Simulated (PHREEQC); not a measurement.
## Sulfide liquor: speciation

Dissolve 0.19 mol NaHS, 0.04 mol HCl and 0.18 mol ZnCl2 per kg of water at 25 °C. Closed to the air; pH follows from the charge balance.

The numbers come from PHREEQC with the ion-association model, phreeqc.dat.

```yaml
pH: 1.69
ionic_strength: 0.448 mol/kgw
activity_of_water: 0.987
total_alkalinity: 150 meq/kg
```

| species | molality | activity | log γ |
|---|---|---|---|
| Cl- | 0.374 | 0.246 | -0.182 |
| Na+ | 0.190 | 0.137 | -0.143 |
| Zn(HS)2 | 0.0883 | 0.0979 | 0.045 |
| Zn+2 | 0.0716 | 0.0160 | -0.650 |
| H+ | 0.0265 | 0.0204 | -0.115 |
| ZnCl+ | 0.0161 | 0.0106 | -0.182 |
| H2S | 0.0135 | 0.0149 | 0.045 |
| ZnCl2 | 0.00246 | 0.00273 | 0.045 |
| ZnCl3- | 0.00114 | 0.000752 | -0.182 |
| ZnCl4-2 | 0.000414 | 9.26e-5 | -0.650 |
| Zn(HS)3- | 1.62e-7 | 1.18e-7 | -0.136 |
| HS- | 1.31e-7 | 8.38e-8 | -0.193 |
| ZnOHCl | 5.69e-9 | 6.31e-9 | 0.045 |
| ZnOH+ | 1.16e-9 | 8.50e-10 | -0.136 |

This is a speciation only: nothing precipitates in the calculation. Examples of supersaturated solids here: Sphalerite (slow to form). Others may be too.
